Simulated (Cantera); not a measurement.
An adiabatic, constant-volume homogeneous reactor starts with H2 : O2 : N2 : H2O = 1 : 1.11 : 4.18 : 0.21 (molar parts), equivalence ratio 0.45, at 1025 K and 5.00 bar.

Computed with Cantera and the H2/O2 subset of GRI-Mech 3.0, which has no nitrogen chemistry. The hydrogen kinetics of GRI-Mech 3.0 are dated; newer H2 mechanisms differ, most at raised pressure.

One state of this run: T (K) = 2350; P (bar) = 10.6; x H2 = 0.000532; x O2 = 0.1000; x H2O = 0.198; x H = 8.91e-5; x HO2 = 1.38e-5; x H2O2 = 1.02e-6; x OH = 0.00571. x: mole fraction; the columns are a selection and need not sum to one.

Which value of t (s) does it belong to?
(A) 0.00418
(B) 0.000875
(C) 0.0956
(D) 8.00e-6

C, 0.0956
